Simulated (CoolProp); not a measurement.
Properties of C3F8 (R218) along the isotherm 57.95 °C.

Values from CoolProp's reference Helmholtz-energy equation of state, Lemmon 2006. It is a short technical equation, of lower accuracy than the large ones.

```json
[
 {"p (bar)": "0.209", "phase": "gas", "speed of sound (m/s)": "124.0", "Joule-Thomson coefficient (K/MPa)": "8.764", "isothermal compressibility (1/MPa)": "47.99", "viscosity (µPa s)": "13.8", "fugacity coefficient": "0.9970"},
 {"p (bar)": "0.337", "phase": "gas", "speed of sound (m/s)": "123.8", "Joule-Thomson coefficient (K/MPa)": "8.793", "isothermal compressibility (1/MPa)": "29.82", "viscosity (µPa s)": "13.8", "fugacity coefficient": "0.9952"},
 {"p (bar)": "0.545", "phase": "gas", "speed of sound (m/s)": "123.5", "Joule-Thomson coefficient (K/MPa)": "8.839", "isothermal compressibility (1/MPa)": "18.49", "viscosity (µPa s)": "13.8", "fugacity coefficient": "0.9922"},
 {"p (bar)": "0.88", "phase": "gas", "speed of sound (m/s)": "122.9", "Joule-Thomson coefficient (K/MPa)": "8.916", "isothermal compressibility (1/MPa)": "11.51", "viscosity (µPa s)": "13.8", "fugacity coefficient": "0.9875"},
 {"p (bar)": "1.42", "phase": "gas", "speed of sound (m/s)": "122.1", "Joule-Thomson coefficient (K/MPa)": "9.042", "isothermal compressibility (1/MPa)": "7.194", "viscosity (µPa s)": "13.8", "fugacity coefficient": "0.9798"},
 {"p (bar)": "2.3", "phase": "gas", "speed of sound (m/s)": "120.6", "Joule-Thomson coefficient (K/MPa)": "9.256", "isothermal compressibility (1/MPa)": "4.505", "viscosity (µPa s)": "13.8", "fugacity coefficient": "0.9673"},
 {"p (bar)": "3.71", "phase": "gas", "speed of sound (m/s)": "118.2", "Joule-Thomson coefficient (K/MPa)": "9.625", "isothermal compressibility (1/MPa)": "2.864", "viscosity (µPa s)": "13.8", "fugacity coefficient": "0.9472"},
 {"p (bar)": "6", "phase": "gas", "speed of sound (m/s)": "113.9", "Joule-Thomson coefficient (K/MPa)": "10.30", "isothermal compressibility (1/MPa)": "1.856", "viscosity (µPa s)": "13.8", "fugacity coefficient": "0.9146"},
 {"p (bar)": "9.69", "phase": "gas", "speed of sound (m/s)": "105.9", "Joule-Thomson coefficient (K/MPa)": "11.69", "isothermal compressibility (1/MPa)": "1.271", "viscosity (µPa s)": "14.1", "fugacity coefficient": "0.8617"},
 {"p (bar)": "15.7", "phase": "gas", "speed of sound (m/s)": "88.49", "Joule-Thomson coefficient (K/MPa)": "15.55", "isothermal compressibility (1/MPa)": "1.063", "viscosity (µPa s)": "15.5", "fugacity coefficient": "0.7737"},
 {"p (bar)": "25.3", "phase": "liquid", "speed of sound (m/s)": "168.3", "Joule-Thomson coefficient (K/MPa)": "1.486", "isothermal compressibility (1/MPa)": "0.05342", "viscosity (µPa s)": "99.2", "fugacity coefficient": "0.5696"},
 {"p (bar)": "40.9", "phase": "liquid", "speed of sound (m/s)": "217.0", "Joule-Thomson coefficient (K/MPa)": "0.7508", "isothermal compressibility (1/MPa)": "0.02722", "viscosity (µPa s)": "116", "fugacity coefficient": "0.3868"},
 {"p (bar)": "66", "phase": "liquid", "speed of sound (m/s)": "268.2", "Joule-Thomson coefficient (K/MPa)": "0.3445", "isothermal compressibility (1/MPa)": "0.01593", "viscosity (µPa s)": "135", "fugacity coefficient": "0.2763"}
]
```

Viscosity comes from a separate model (Huber 2003), an estimate that may be off by 10 % or more.
